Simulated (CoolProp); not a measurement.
A closed Brayton cycle with carbon dioxide: compressor inlet 318.15 K and 7.6 MPa, high pressure 19.4 MPa, turbine inlet 870 K, compressor efficiency 0.8, turbine efficiency 0.85, recuperator effectiveness 0.95 (on enthalpy, no pinch check). Each further row changes one setting.

Model: reference Helmholtz-energy equation of state, Span 1996, in CoolProp.

```
case                           thermal efficiency (%)  net work (kJ/kg)  compressor to turbine work  compressor exit (K)  turbine exit (K)
-----------------------------  ----------------------  ----------------  --------------------------  -------------------  ----------------
as stated                                        34.5              74.7                        0.39                397.1             760.7
turbine inlet 820 K                              32.4              66.9                        0.42                397.1             714.6
compressor inlet 328.15 K                        33.0              68.1                        0.45                413.3             760.7
high pressure 16.5 MPa                           33.7              64.4                        0.38                383.0             779.1
recuperator effectiveness 0.5                    18.5              74.7                        0.39                397.1             760.7
```
